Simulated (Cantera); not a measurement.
A closed system holds: 1 mol Si, 0.2 mol H2O, 3 mol N2, at 1875 °C and 10.0 Torr.

Method: chemical equilibrium by Gibbs-energy minimisation in Cantera with the NASA 1993 tables (ideal gas, pure condensed phases). Candidate condensed phases: H2O, Si, SiO2, Si2N2O, Si3N4; 35 gas species. The tables' values for SiN are old estimates; treat these amounts as uncertain. Gases not in the tables: Si2H6 and higher silanes. Equilibrium is a limit: real reactors are often held back by kinetics, nucleation or transport.

Base state: N2 0.863, SiO 0.0576, H2 0.0533, Si 0.0165, H 0.00833, Si2N 0.000382, SiN 0.000332, Si2 0.000238 (mole fractions); condensed: Si(l).

Question: What changes in the equilibrium state with this change: N2 from 3 to 75 mol?

Answer: 
```
species       before    after
----------  --------  -------
N2             0.863    0.984
Si            0.0165  0.00978
SiO           0.0576  0.00262
H2            0.0533  0.00184
SiH2         1.24e-5  2.53e-7
SiH         0.000216  2.38e-5
H            0.00833  0.00155
Si3          4.76e-5  9.90e-6
Si(l), mol     0.736        0
```

Question: What changes in the equilibrium state with this change: N2 from 3 to 180 mol?

Answer: 
```json
[
 {"species": "N2", "before": "0.863", "after": "0.993"},
 {"species": "Si", "before": "0.0165", "after": "0.00423"},
 {"species": "SiO", "before": "0.0576", "after": "0.00110"},
 {"species": "H2", "before": "0.0533", "after": "0.000643"},
 {"species": "SiH2", "before": "1.24e-5", "after": "3.83e-8"},
 {"species": "Si3", "before": "4.76e-5", "after": "8.01e-7"},
 {"species": "Si(l), mol", "before": "0.736", "after": "0"}
]
```
